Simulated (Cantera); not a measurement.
SiCl₄ + N₂O + O₂ (silicon oxide and oxynitride deposition)

Charge: 1 mol SiCl₄, 0.26 mol N₂O, 0.13 mol O₂, at 1023.15 K and 0.133 bar.

Method: chemical equilibrium by Gibbs-energy minimisation in Cantera with the NASA 1993 tables (ideal gas, pure condensed phases). Candidate condensed phases: Si, SiO₂, Si₂N₂O, Si₃N₄; 23 gas species. The numbers say what is thermodynamically allowed, not how fast it happens.

```
Property                             Result
--------------------------------  ---------
x(SiCl₄)                              0.487
x(Cl₂)                                0.342
x(N₂)                                 0.171
x(Cl)                              0.000872
n(SiO₂(β-quartz))                 0.260 mol
gas amount                        1.521 mol
log10 activity of Si(s) (absent)     -25.45
```
